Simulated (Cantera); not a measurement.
# Reactions in the system F-H-S

Source: NASA polynomial tables (part measured, part estimated), evaluated in Cantera. Values are per mole of reaction as written; species without (g) are pure solids or liquids, kept so even where they would boil at 1 bar.

2 H2(g) + SF4(g) = 4 HF(g) + S

```tsv
T (K)	ΔH° (kJ)	ΔS° (J/K)	ΔG° (kJ)	log10 K	condensed phases
373	-326.6	167.4	-389.0	54.48	S(s)
448	-324.6	172.5	-401.9	46.85	S(l)
523	-324.1	173.4	-414.8	41.43	S(l)
598	-324.1	173.5	-427.9	37.37	S(l)
673	-324.6	172.8	-440.8	34.22	S(l)
748	-325.4	171.6	-453.8	31.69	S(l)
823	-326.3	170.5	-466.6	29.61	S(l)
```
